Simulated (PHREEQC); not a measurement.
## Silver or lead bath: an equilibrium model

A solution holds 0.13 mol/kgw Pb(NO3)2, 4.8e-05 mol/kgw KBr and 3.4e-05 mol/kgw Cu(NO3)2, at 65 °C. Closed to the air; pH follows from the charge balance.

Model: ion-association model, phreeqc.dat, run in PHREEQC.

The pH is 4.26. The ionic strength is 0.281 mol/kgw and the activity of water is 0.994.

```csv
species,molality,activity,log γ
NO3-,0.206,0.133,-0.191
Pb+2,0.0754,0.0199,-0.579
PbNO3+,0.0544,0.0390,-0.145
H+,7.18e-5,5.54e-5,-0.113
Pb2OH+3,6.21e-5,3.10e-6,-1.302
K+,4.80e-5,3.20e-5,-0.176
Cu+2,3.40e-5,9.23e-6,-0.566
PbBr+,3.13e-5,2.24e-5,-0.145
Br-,1.67e-5,1.08e-5,-0.191
PbOH+,9.71e-6,6.96e-6,-0.145
```

This is a speciation only: nothing precipitates in the calculation. Complexes and solids missing from the database can't appear. Constants without temperature data keep their 25 °C values here.
